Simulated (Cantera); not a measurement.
# Counterflow diffusion flame

A counterflow diffusion flame at 1.01 bar, nozzles 20 mm apart: fuel side 59.9 % CO, 40.1 % H2 at 325 K, oxidiser side 27.0 % O2, 73.0 % N2 at 725 K, fuel mass flux 1.4 times the oxidiser's; mixture-averaged transport, no radiation.

Computed with Cantera and GRI-Mech 3.0 (53 species, 325 reactions). The maximum strain rate includes the flame's own expansion and is several times the mean.

```tsv
oxidiser flux (kg/m²/s)	max strain (1/s)	mean strain (1/s)	T max (K)	peak x OH	peak x H	peak x NO	peak x CO
0.61	511	127	2457	0.0208	0.0140	0.000596	0.634
0.82	672	171	2413	0.0209	0.0156	0.000416	0.632
1.1	884	229	2367	0.0210	0.0173	0.000290	0.631
1.5	1180	313	2312	0.0209	0.0192	0.000194	0.632
2	1550	417	2264	0.0208	0.0212	0.000139	0.632
2.7	2050	563	2209	0.0205	0.0234	9.91e-5	0.631
3.7	2760	771	2150	0.0201	0.0258	7.31e-5	0.631
5	3660	1040	2091	0.0195	0.0283	5.68e-5	0.630
```
x: mole fraction; the columns are a selection and need not sum to one.
